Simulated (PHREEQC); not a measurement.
A solution holds 0.03 mol/kgw HF, 0.00018 mol/kgw CsF, 0.16 mol/kgw (NH4)2SiF6 and 0.024 mol/kgw H3PO4, at 25 °C. Closed to the air; pH follows from the charge balance.

All values are PHREEQC results (ion-association model, wateq4f.dat), not measurements.

| quantity | before | after |
|---|---|---|
| pH | 1.95 | 2.12 |
| ionic strength (mol/kgw) | 0.495 | 0.489 |
| HF (mol/kgw) | 0.0238 | 0.0342 |
| H3PO4 (mol/kgw) | 0.0121 | 0.0133 |
| H2PO4- (mol/kgw) | 0.0119 | 0.0107 |
| F- (mol/kgw) | 0.00253 | 0.00155 |
| SI of Quartz (SiO2) | -3.08 | +0.29 |

Q: Which change was made?
A) diluted 2-fold with water
B) diluted 100-fold with water
C) H3PO4 from 0.024 to 0.0048 mol/kgw
D) CsF from 0.00018 to 0.00027 mol/kgw
E) temperature from 25 to 90 °C

A: E, temperature from 25 to 90 °C

This is a speciation only: nothing precipitates in the calculation. Some of these states are supersaturated (in Quartz (slow to form), for instance). H3PO4, which wateq4f.dat lacks, is added to it with the constant of phreeqc.dat. At this temperature some constants are extrapolated from 25 °C, and those without enthalpy data are left unchanged. SiF6-2 is the database's only silicon fluoride.
